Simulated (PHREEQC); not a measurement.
CaCl2 is added in steps, without added water, to 1 kg of water holding 0.0094 mol/kgw H2SO4, 0.043 mol/kgw NiCl2 and 0.0047 mol/kgw KCl, at 25 °C. Oxygen alone is held at its pressure in air (log pO2 = -0.68). The system is closed to CO2. The run lets Gypsum, Portlandite, Ni(OH)2, Ni4(OH)6SO4, Morenosite precipitate or redissolve, and no other solid.

Base run: PHREEQC, ion-association model, wateq4f.dat. Each further column changes one thing. The table gives pH.

```json
[
 {"CaCl2 added (mol)": "0", "base": "1.87", "metal-ligand complexes left out": "1.90", "Davies equation for every ion": "1.90", "all activity coefficients set to 1": "1.77", "Debye-Hückel limiting law": "1.96"},
 {"CaCl2 added (mol)": "0.0225", "base": "1.87", "metal-ligand complexes left out": "1.90", "Davies equation for every ion": "1.90", "all activity coefficients set to 1": "1.76", "Debye-Hückel limiting law": "2.00"},
 {"CaCl2 added (mol)": "0.0525", "base": "1.88", "metal-ligand complexes left out": "1.90", "Davies equation for every ion": "1.90", "all activity coefficients set to 1": "1.76", "Debye-Hückel limiting law": "[?]"},
 {"CaCl2 added (mol)": "0.075", "base": "1.88", "metal-ligand complexes left out": "1.90", "Davies equation for every ion": "1.90", "all activity coefficients set to 1": "1.75", "Debye-Hückel limiting law": "[?]"},
 {"CaCl2 added (mol)": "0.105", "base": "1.88", "metal-ligand complexes left out": "1.89", "Davies equation for every ion": "1.90", "all activity coefficients set to 1": "1.75", "Debye-Hückel limiting law": "2.09"},
 {"CaCl2 added (mol)": "0.1275", "base": "1.88", "metal-ligand complexes left out": "1.88", "Davies equation for every ion": "1.90", "all activity coefficients set to 1": "1.75", "Debye-Hückel limiting law": "[?]"},
 {"CaCl2 added (mol)": "0.1575", "base": "1.88", "metal-ligand complexes left out": "1.88", "Davies equation for every ion": "1.89", "all activity coefficients set to 1": "1.75", "Debye-Hückel limiting law": "[?]"},
 {"CaCl2 added (mol)": "0.18", "base": "1.88", "metal-ligand complexes left out": "1.88", "Davies equation for every ion": "1.89", "all activity coefficients set to 1": "1.75", "Debye-Hückel limiting law": "2.16"}
]
```

Problem. Some entries are withheld; supply them.

Solution. 
- 0.0525, Debye-Hückel limiting law: 2.03
- 0.075, Debye-Hückel limiting law: 2.06
- 0.1275, Debye-Hückel limiting law: 2.11
- 0.1575, Debye-Hückel limiting law: 2.14
